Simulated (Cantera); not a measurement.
A freely propagating, adiabatic, planar premixed flame of CH4 : O2 : N2 = 1 : 1.43 : 6.71 (molar parts), equivalence ratio 1.4, unburnt at 500 K and 5.00 bar; mixture-averaged transport, grid criteria slope 0.08 and curve 0.16, no radiation.

Model: GRI-Mech 3.0 (53 species, 325 reactions), integrated in Cantera. Burning velocities carry a grid error of a few per cent, more on coarse grids.

x: mole fraction of selected species; z is measured from the peak of heat release.

```tsv
z (mm)	T (K)	u (m/s)	x CH4	x O2	x CH2	x H2	x CH2CO	x CO
-1.22	501	0.118	0.109	0.156	<1e-8	0.00318	2.75e-8	2.71e-5
-0.812	513	0.121	0.108	0.154	<1e-8	0.00765	5.36e-7	0.000291
-0.609	546	0.129	0.105	0.152	<1e-8	0.0122	3.15e-6	0.00115
-0.406	678	0.162	0.0947	0.140	<1e-8	0.0194	2.31e-5	0.00515
-0.203	1097	0.267	0.0636	0.0990	<1e-8	0.0288	0.000167	0.0215
-0.101	1439	0.354	0.0371	0.0607	[?]	0.0337	0.000366	0.0378
0	1749	0.433	0.0140	0.0233	[?]	0.0377	0.000350	0.0532
0.101	1890	0.468	0.00564	0.00659	[?]	0.0399	0.000116	0.0579
0.203	1931	0.478	0.00365	0.00215	[?]	0.0415	4.49e-5	0.0579
0.406	1949	0.483	0.00261	0.000394	[?]	0.0440	1.35e-5	0.0570
0.812	1951	0.483	0.00190	3.25e-5	[?]	0.0469	6.26e-6	0.0566
1.62	1948	0.483	0.00127	5.42e-7	[?]	0.0498	4.03e-6	0.0576
3.25	1944	0.483	0.000732	5.46e-8	[?]	0.0525	1.98e-6	0.0598
```

**Question.** Fill in the missing entries.

**Answer.** 
- -0.101, x CH2: 1.17e-7
- 0, x CH2: 3.42e-6
- 0.101, x CH2: 5.26e-6
- 0.203, x CH2: 2.61e-6
- 0.406, x CH2: 7.39e-7
- 0.812, x CH2: 3.00e-7
- 1.62, x CH2: 1.74e-7
- 3.25, x CH2: 8.85e-8
